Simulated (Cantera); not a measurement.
Input: 1 mol Si3N4, 3.5 mol H2O, 530 mol N2, equilibrated at 1448.15 K and 25.5 Torr.

Cantera equilibrium calculation (NASA polynomials, part measured and part estimated; ideal gas, pure solids and liquids). Candidate condensed phases: H2O, Si, SiO2, Si2N2O, Si3N4; 35 gas species. Mutual solubility and eutectic melting of coexisting phases are not modelled. The tables hold silica as quartz up to 1696 K and as liquid above; real silica turns to tridymite and cristobalite and melts near 1996 K. Equilibrium is a limit: real reactors are often held back by kinetics, nucleation or transport.

Base state: N2 0.993, H2 0.00654, SiO 4.79e-5 (mole fractions); condensed: SiO2(β-quartz) + Si2N2O(s).

What changes in the equilibrium state with this change: H2O from 3.5 to 0.0086 mol?


```csv
species,before,after
N2,0.993,1.000
H2,0.00654,1.61e-5
SiO,4.79e-5,5.41e-7
"SiO2(β-quartz), mol",1.32,0
"Si2N2O(s), mol",0.825,0.00831
"Si3N4(s), mol",0,0.994
```

What changes in the equilibrium state with this change: pressure from 25.5 Torr to 1.00 Torr?


```json
[
 {"species": "N2", "before": "0.993", "after": "0.990"},
 {"species": "H2", "before": "0.00654", "after": "0.00650"},
 {"species": "SiO", "before": "4.79e-5", "after": "0.00360"},
 {"species": "H", "before": "4.05e-6", "after": "2.04e-5"},
 {"species": "SiO2(β-quartz), mol", "before": "1.32", "after": "0.688"},
 {"species": "Si2N2O(s), mol", "before": "0.825", "after": "0.188"}
]
```

What changes in the equilibrium state with this change: temperature from 1448.15 K to 2248 K?


```
species               before    after
-------------------  -------  -------
N2                     0.993    0.987
SiO                  4.79e-5  0.00556
H2                   0.00654  0.00437
H                    4.05e-6  0.00263
OH                     <1e-9  6.95e-5
NO                     <1e-9  5.01e-5
O                      <1e-9  2.89e-5
SiO2(β-quartz), mol     1.32        0
Si2N2O(s), mol         0.825        0
```
